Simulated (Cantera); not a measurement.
**Pyrogenic steam for wet oxidation**

An isothermal, constant-pressure homogeneous reactor starts with 58.7 % H2, 26.7 % O2, 14.7 % N2, at 1350 K and 750 Torr.

Model: the H2/O2 subset of GRI-Mech 3.0, which has no nitrogen chemistry, integrated in Cantera. The temperature is held fixed by assumption; the heat of reaction is taken as removed at once.

```json
[
 {"t (s)": "1.00e-5", "x H2": "0.556", "x O2": "0.254", "x OH": "0.00164", "x HO2": "0.000119", "x O": "0.00222", "x H2O2": "2.35e-6"},
 {"t (s)": "4.20e-5", "x H2": "0.0764", "x O2": "0.00672", "x OH": "0.00362", "x HO2": "2.00e-5", "x O": "0.00118", "x H2O2": "7.48e-6"},
 {"t (s)": "0.000176", "x H2": "0.0715", "x O2": "0.000303", "x OH": "0.000677", "x HO2": "1.01e-6", "x O": "3.86e-5", "x H2O2": "1.20e-6"},
 {"t (s)": "0.000740", "x H2": "0.0723", "x O2": "1.49e-5", "x OH": "0.000147", "x HO2": "5.59e-8", "x O": "1.73e-6", "x H2O2": "1.39e-7"},
 {"t (s)": "0.00311", "x H2": "0.0726", "x O2": "8.38e-7", "x OH": "3.41e-5", "x HO2": "3.27e-9", "x O": "9.24e-8", "x H2O2": "1.09e-8"},
 {"t (s)": "0.0130", "x H2": "0.0727", "x O2": "4.96e-8", "x OH": "8.09e-6", "x HO2": "1.73e-10", "x O": "5.19e-9", "x H2O2": "6.83e-10"},
 {"t (s)": "0.0548", "x H2": "0.0727", "x O2": "3.11e-9", "x OH": "1.93e-6", "x HO2": "7.04e-12", "x O": "2.94e-10", "x H2O2": "3.98e-11"},
 {"t (s)": "0.230", "x H2": "0.0727", "x O2": "2.06e-10", "x OH": "4.67e-7", "x HO2": "<1e-12", "x O": "1.72e-11", "x H2O2": "2.34e-12"},
 {"t (s)": "0.965", "x H2": "0.0727", "x O2": "1.40e-11", "x OH": "1.41e-7", "x HO2": "<1e-12", "x O": "1.57e-12", "x H2O2": "<1e-12"},
 {"t (s)": "4.05", "x H2": "0.0727", "x O2": "4.24e-12", "x OH": "1.05e-7", "x HO2": "<1e-12", "x O": "<1e-12", "x H2O2": "<1e-12"},
 {"t (s)": "17.0", "x H2": "0.0727", "x O2": "4.22e-12", "x OH": "1.05e-7", "x HO2": "<1e-12", "x O": "<1e-12", "x H2O2": "<1e-12"},
 {"t (s)": "71.5", "x H2": "0.0727", "x O2": "4.22e-12", "x OH": "1.05e-7", "x HO2": "<1e-12", "x O": "<1e-12", "x H2O2": "<1e-12"},
 {"t (s)": "300", "x H2": "0.0727", "x O2": "4.22e-12", "x OH": "1.05e-7", "x HO2": "<1e-12", "x O": "<1e-12", "x H2O2": "<1e-12"}
]
```
x: mole fraction; the columns are a selection and need not sum to one.

Equilibrium at this temperature and pressure: H2 0.0727, O2 4.22e-12, OH 1.05e-7, HO2 <1e-12, O <1e-12, H2O2 <1e-12 (gas phase only).
